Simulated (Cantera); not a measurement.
An isothermal, constant-pressure homogeneous reactor starts with 8.65 % H2, 4.81 % O2, 86.5 % N2, at 948 K and 1.00 bar.

Cantera simulation using the H2/O2 subset of GRI-Mech 3.0, which has no nitrogen chemistry; the numbers are that mechanism's predictions, not measurements. Below about 950 K walls govern HO2 and H2O2 in real vessels. The temperature is held fixed by assumption; the heat of reaction is taken as removed at once.

x: mole fraction; the columns are a selection and need not sum to one.

```json
[
 {"t (s)": "0.000900", "x H2": "0.0865", "x O2": "0.0481", "x HO2": "5.33e-9", "x OH": "6.24e-12", "x H2O": "4.33e-9", "x H2O2": "6.43e-11", "x H": "1.95e-10"},
 {"t (s)": "0.00308", "x H2": "0.0865", "x O2": "0.0481", "x HO2": "3.43e-8", "x OH": "1.48e-11", "x H2O": "3.07e-8", "x H2O2": "1.37e-9", "x H": "4.61e-10"},
 {"t (s)": "0.0106", "x H2": "0.0865", "x O2": "0.0481", "x HO2": "?", "x OH": "2.73e-10", "x H2O": "?", "x H2O2": "?", "x H": "?"},
 {"t (s)": "0.0362", "x H2": "0.0309", "x O2": "0.0204", "x HO2": "1.31e-5", "x OH": "3.77e-8", "x H2O": "0.0582", "x H2O2": "2.86e-5", "x H": "3.62e-7"},
 {"t (s)": "0.124", "x H2": "0.0279", "x O2": "0.0189", "x HO2": "1.59e-5", "x OH": "9.57e-8", "x H2O": "0.0612", "x H2O2": "5.28e-5", "x H": "7.86e-7"},
 {"t (s)": "0.424", "x H2": "0.0195", "x O2": "0.0147", "x HO2": "1.25e-5", "x OH": "7.96e-8", "x H2O": "0.0701", "x H2O2": "3.59e-5", "x H": "5.59e-7"},
 {"t (s)": "1.45", "x H2": "?", "x O2": "?", "x HO2": "?", "x OH": "?", "x H2O": "?", "x H2O2": "?", "x H": "?"},
 {"t (s)": "4.98", "x H2": "0.000624", "x O2": "0.00533", "x HO2": "2.35e-6", "x OH": "4.93e-8", "x H2O": "0.0898", "x H2O2": "1.57e-6", "x H": "2.91e-8"},
 {"t (s)": "17.0", "x H2": "2.51e-5", "x O2": "0.00504", "x HO2": "2.46e-7", "x OH": "1.01e-8", "x H2O": "0.0904", "x H2O2": "1.85e-8", "x H": "3.00e-10"},
 {"t (s)": "58.4", "x H2": "2.29e-6", "x O2": "0.00503", "x HO2": "3.39e-8", "x OH": "3.28e-9", "x H2O": "0.0904", "x H2O2": "4.43e-10", "x H": "1.11e-11"},
 {"t (s)": "200", "x H2": "4.92e-8", "x O2": "0.00503", "x HO2": "1.18e-9", "x OH": "2.45e-9", "x H2O": "0.0905", "x H2O2": "4.36e-12", "x H": "<1e-12"}
]
```

Task: Complete the blanks.

Result: 
- 0.0106, x HO2: 7.74e-7
- 0.0106, x H2O: 8.08e-7
- 0.0106, x H2O2: 7.05e-8
- 0.0106, x H: 8.16e-9
- 1.45, x H2: 0.00753
- 1.45, x O2: 0.00876
- 1.45, x HO2: 7.27e-6
- 1.45, x OH: 6.22e-8
- 1.45, x H2O: 0.0826
- 1.45, x H2O2: 1.36e-5
- 1.45, x H: 2.64e-7
